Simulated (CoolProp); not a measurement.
trans-2-butene along the isotherm 478.5 K: Z from the reference equation and from simpler models built on Tc = 428.6 K, pc = 4019 kPa, ω = 0.210; each cubic takes its own stable root.

Values from CoolProp's reference Helmholtz-energy equation of state, Lemmon 2005. It is a short technical equation, of lower accuracy than the large ones.

```tsv
p (kPa)	phase	reference	Redlich-Kwong	Soave-Redlich-Kwong	Peng-Robinson
1670	gas	0.8936	0.8915	0.8976	0.8842
3350	gas	0.7708	0.7667	0.7827	0.7583
5020	supercritical	0.6299	0.6196	0.6543	0.6232
6700	supercritical	0.4868	0.4816	0.5346	0.5029
8370	supercritical	?	0.4546	0.4935	?
10000	supercritical	0.4334	0.4756	0.5051	0.4658
11700	supercritical	0.4640	0.5106	?	0.4907
13400	supercritical	0.5016	0.5501	0.5719	0.5224
15100	supercritical	0.5417	0.5913	0.6114	0.5571
16700	supercritical	0.5806	0.6308	0.6497	0.5911
18400	supercritical	0.6223	0.6730	0.6910	0.6277
20100	supercritical	0.6641	0.7152	0.7324	0.6647
```

### Question
Fill in the missing entries.

### Answer

- 8370, reference: 0.4248
- 8370, Peng-Robinson: 0.4590
- 11700, Soave-Redlich-Kwong: 0.5352
